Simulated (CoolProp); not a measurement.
Computed with CoolProp (reference Helmholtz-energy equation of state, Lemmon 2016).

Question: For R365MFC, give the phase and the density (kg/m³), speed of sound (m/s) at 364.1 K and 2.72 MPa; 364.1 K and 4.9 MPa.

Answer: 
- 364.1 K and 2.72 MPa: liquid; density 1110, speed of sound 507
- 364.1 K and 4.9 MPa: liquid; density 1120, speed of sound 531
